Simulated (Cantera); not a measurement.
## Abatement and gas-phase synthesis: N2O + SO2 + N2

Charge: 1 mol N2O, 0.68 mol SO2, a varied amount of N2, equilibrated at 1000 K and 12000 Pa.

Equilibrium computed with Cantera from the NASA thermochemical tables; the gas is ideal and each condensed phase is pure. Candidate condensed phases: S; 17 gas species. Rates play no part.

```tsv
n(N2) (mol)	x N2	x SO2	x O2	x SO3
1.4	0.682	0.158	0.125	0.0350
1.8	0.714	0.143	0.112	0.0301
2.3	0.746	0.128	0.100	0.0254
2.9	0.776	0.114	0.0888	0.0213
3.6	0.803	0.101	0.0784	0.0177
4.5	0.829	0.0881	0.0682	0.0144
5.7	0.855	0.0754	0.0581	0.0114
7.2	0.878	0.0639	0.0491	0.00887
9	0.898	0.0541	0.0414	0.00689
11	0.913	0.0463	0.0353	0.00544
14	0.929	0.0381	0.0289	0.00405
18	0.943	0.0308	0.0233	0.00294
```
x: gas mole fraction; nothing condenses.

From 1.4 mol N2 to 18 mol N2 nothing is condensed.
